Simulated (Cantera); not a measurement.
An isothermal, constant-pressure homogeneous reactor starts with 7.14 % NO, 92.9 % N2, at 2025 K and 0.207 atm.

Computed with Cantera and GRI-Mech 3.0 (53 species, 325 reactions).

Task: Predict: x(NO) at 20.0 s; x(O2) at 20.0 s; x(N2O) at 20.0 s; x(N2) at 20.0 s; x(O) at 20.0 s; x(NO2) at 20.0 s.

Result: 
```
Property                                             Result
----------------  -----------------------------------------
x(NO) at 20.0 s     0.00480 (gas-phase equilibrium 0.00364)
x(O2) at 20.0 s       0.0331 (gas-phase equilibrium 0.0337)
x(N2O) at 20.0 s    1.07e-7 (gas-phase equilibrium 1.04e-7)
x(N2) at 20.0 s         0.962 (gas-phase equilibrium 0.962)
x(O) at 20.0 s    0.000323 (gas-phase equilibrium 0.000326)
x(NO2) at 20.0 s    1.45e-6 (gas-phase equilibrium 1.11e-6)
```
